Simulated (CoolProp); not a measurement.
The numbers come from the reference Helmholtz-energy equation of state, Lemmon 2005 in CoolProp. It is a short technical equation, of lower accuracy than the large ones.

Task: For trans-2-butene, give the phase and the Z, cp (kJ/(kg K)), cv (kJ/(kg K)), isothermal compressibility (1/MPa) at 86.05 °C and 192 bar; 108.15 °C and 192 bar; 119.25 °C and 192 bar.

Result: 
- 86.05 °C and 192 bar: liquid; Z 0.640, cp 2.47, cv 1.80, isothermal compressibility 0.00332
- 108.15 °C and 192 bar: liquid; Z 0.630, cp 2.57, cv 1.88, isothermal compressibility 0.00422
- 119.25 °C and 192 bar: liquid; Z 0.626, cp 2.61, cv 1.91, isothermal compressibility 0.00478
